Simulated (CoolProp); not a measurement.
The numbers come from the reference Helmholtz-energy equation of state, Lemmon 2006 in CoolProp. It is a short technical equation, of lower accuracy than the large ones.

**Question.** For acetone, give the phase and the cv (kJ/(kg K)), expansivity (1/kK) at 276.85 °C and 6.4 bar; 276.85 °C and 12.8 bar.

**Answer.** 
- 276.85 °C and 6.4 bar: gas; cv 1.87, expansivity 2.10
- 276.85 °C and 12.8 bar: gas; cv 1.90, expansivity 2.45
